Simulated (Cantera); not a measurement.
A diamond (100) surface in a fixed gas of H2 with x(CH4) = 0.003, x(H) = 0.0013, x(CH3) = 7.6e-05, at 1150 K; coverages are run to steady state.

Model: the Harris–Goodwin 1993 mechanism for the reconstructed diamond (100) surface, integrated in Cantera.

θ: site fractions in the mechanism's names (c6HH fully hydrogenated, c6H* and c6*H radical sites, c6** diradical, c6HM methylated).

| P (Pa) | growth (µm/h) | θ c6HH | θ c6H* | θ c6*H | θ c6** | θ c6HM |
|---|---|---|---|---|---|---|
| 1100 | 0.0719 | 0.486 | 0.0324 | 0.460 | 0.0200 | 0.000876 |
| 1500 | 0.115 | 0.486 | 0.0324 | 0.460 | 0.0200 | 0.00117 |
| 2100 | 0.194 | 0.485 | 0.0324 | 0.459 | 0.0200 | 0.00160 |
| 2900 | 0.325 | 0.485 | 0.0324 | 0.459 | 0.0200 | 0.00212 |
| 4000 | [?] | 0.484 | 0.0323 | 0.458 | 0.0199 | [?] |
| 5600 | 0.949 | 0.484 | 0.0323 | 0.458 | 0.0199 | 0.00366 |
| 7700 | 1.59 | 0.483 | 0.0323 | 0.457 | 0.0199 | 0.00464 |
| 11000 | [?] | 0.482 | 0.0322 | 0.456 | 0.0199 | [?] |

Problem. Complete the blanks.

Solution. 
- 4000, growth (µm/h): 0.548
- 4000, θ c6HM: 0.00279
- 11000, growth (µm/h): 2.79
- 11000, θ c6HM: 0.00590
